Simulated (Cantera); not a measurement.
Input: 1 mol PbO, 2.5 mol H₂, 0.11 mol H₂O, equilibrated at 1200 K and 690 Pa.

These are equilibrium values from Cantera (NASA tables, ideal gas, pure condensed phases), not measurements of a reactor. Candidate condensed phases: H₂O, Pb, PbO, PbO₂, Pb₃O₄; 12 gas species. Kinetics and transport are ignored.

What is the equilibrium state?


```json
{
 "x(H₂)": "0.521",
 "x(H₂O)": "0.386",
 "x(Pb)": "0.0932",
 "x(Pb₂)": "3.47e-6",
 "x(PbO)": "2.23e-6",
 "x(H)": "1.72e-6",
 "n(Pb(l))": "0.732 mol",
 "gas_amount": "2.878 mol",
 "log10 activity of PbO₂(s) (absent)": "-14.30"
}
```
